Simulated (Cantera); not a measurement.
## Halide evaporation, hydrolysis and transport: MgCl2 + O2 + N2

Charge: 1 mol MgCl2, 2.6 mol O2, 17 mol N2, equilibrated at 0.218 Torr.

Cantera equilibrium calculation (NASA polynomials, part measured and part estimated; ideal gas, pure solids and liquids). Candidate condensed phases: Mg, MgCl2, MgO; 18 gas species. The numbers say what is thermodynamically allowed, not how fast it happens.

| T (K) | x N2 | x O2 | x Cl | x Mg | x O | x MgCl2 | x Cl2 | n MgO(s) |
|---|---|---|---|---|---|---|---|---|
| 1223 | 0.822 | 0.108 | 0.0426 | <1e-12 | 7.79e-7 | 0.0124 | 0.0147 | 0.743 |
| 1323 | 0.815 | 0.108 | 0.0569 | <1e-12 | 5.14e-6 | 0.0154 | 0.00408 | 0.679 |
| 1423 | 0.812 | 0.107 | 0.0646 | 4.84e-11 | 2.59e-5 | 0.0144 | 0.00106 | 0.698 |
| 1523 | 0.810 | 0.106 | 0.0696 | 2.87e-9 | 0.000105 | 0.0126 | 0.000304 | 0.736 |
| 1623 | 0.809 | 0.105 | 0.0734 | 1.03e-7 | 0.000361 | 0.0108 | 9.90e-5 | 0.773 |
| 1723 | 0.808 | 0.103 | 0.0765 | 2.41e-6 | 0.00107 | 0.00931 | 3.62e-5 | 0.804 |
| 1823 | 0.806 | 0.101 | 0.0789 | 3.98e-5 | 0.00281 | 0.00803 | 1.46e-5 | 0.830 |
| 1923 | 0.803 | 0.0978 | 0.0807 | 0.000493 | 0.00665 | 0.00696 | 6.40e-6 | 0.840 |
| 2023 | 0.794 | 0.0940 | 0.0814 | 0.00476 | 0.0143 | 0.00598 | 2.96e-6 | 0.761 |
| 2123 | 0.748 | 0.0954 | 0.0781 | 0.0361 | 0.0295 | 0.00459 | 1.34e-6 | 0.0408 |
x: gas mole fraction; n: condensed amount in mol.

From 1223 K to 2123 K the condensed part is MgO(s). The main Mg-bearing gas is MgCl2 at 1223 K and Mg at 2123 K. The share of Mg in condensed phases is highest at 1923 K (84.0 %) and lowest at 2123 K (4.1 %).
